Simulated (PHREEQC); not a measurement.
Solution (20 °C): 0.16 mol HF, 0.0015 mol NH4HF2 and 0.039 mol H2SiF6 per kg of water. Closed to the air; pH follows from the charge balance.

Model: ion-association model, phreeqc.dat, run in PHREEQC.

Question: The ionic strength comes out as 0.121 mol/kgw. What activity coefficients do H+, HF2-, SiF6-2, F-, NH4+ get?

Answer: H+ 0.82, HF2- 0.77, SiF6-2 0.36, F- 0.75, NH4+ 0.73.

This is a speciation only: nothing precipitates in the calculation. SiF6-2 is the database's only silicon fluoride.
